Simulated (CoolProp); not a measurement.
Vapour-liquid equilibrium of diethyl ether (1) + n-hexane (2) at 0.823 MPa; x and y are mole fractions of (1).

Values from CoolProp's multi-fluid Helmholtz-energy mixture model, Thol 2014 and Thol 2019; pair parameters Bell 2016.

```json
[
 {"x": "0.05", "bubble temperature, mixture model (K)": "423.9", "bubble temperature, Raoult's law (K)": "424.3", "y, mixture model": "0.101", "y, Raoult's law": "0.111"},
 {"x": "0.15", "bubble temperature, mixture model (K)": "417.2", "bubble temperature, Raoult's law (K)": "418.1", "y, mixture model": "0.272", "y, Raoult's law": "0.297"},
 {"x": "0.25", "bubble temperature, mixture model (K)": "411.5", "bubble temperature, Raoult's law (K)": "412.5", "y, mixture model": "0.410", "y, Raoult's law": "0.446"},
 {"x": "0.35", "bubble temperature, mixture model (K)": "406.5", "bubble temperature, Raoult's law (K)": "407.4", "y, mixture model": "…", "y, Raoult's law": "0.568"},
 {"x": "0.45", "bubble temperature, mixture model (K)": "…", "bubble temperature, Raoult's law (K)": "402.8", "y, mixture model": "0.623", "y, Raoult's law": "0.669"},
 {"x": "0.55", "bubble temperature, mixture model (K)": "398.1", "bubble temperature, Raoult's law (K)": "398.6", "y, mixture model": "0.708", "y, Raoult's law": "0.753"},
 {"x": "0.65", "bubble temperature, mixture model (K)": "394.5", "bubble temperature, Raoult's law (K)": "394.8", "y, mixture model": "…", "y, Raoult's law": "0.823"},
 {"x": "0.75", "bubble temperature, mixture model (K)": "391.1", "bubble temperature, Raoult's law (K)": "391.3", "y, mixture model": "0.853", "y, Raoult's law": "0.884"},
 {"x": "0.85", "bubble temperature, mixture model (K)": "387.9", "bubble temperature, Raoult's law (K)": "388.0", "y, mixture model": "0.916", "y, Raoult's law": "0.935"},
 {"x": "0.95", "bubble temperature, mixture model (K)": "384.9", "bubble temperature, Raoult's law (K)": "384.9", "y, mixture model": "…", "y, Raoult's law": "0.980"}
]
```

Q: Some entries are withheld; supply them.

A: 
- 0.35, y, mixture model: 0.525
- 0.45, bubble temperature, mixture model (K): 402.1
- 0.65, y, mixture model: 0.785
- 0.95, y, mixture model: 0.973

The largest gap from Raoult's law is -1.0 K in bubble temperature, at x = 0.25. No azeotrope shows between x = 0.05 and 0.95.

The pair parameters rest on a limited set of measurements; away from them the model extrapolates.
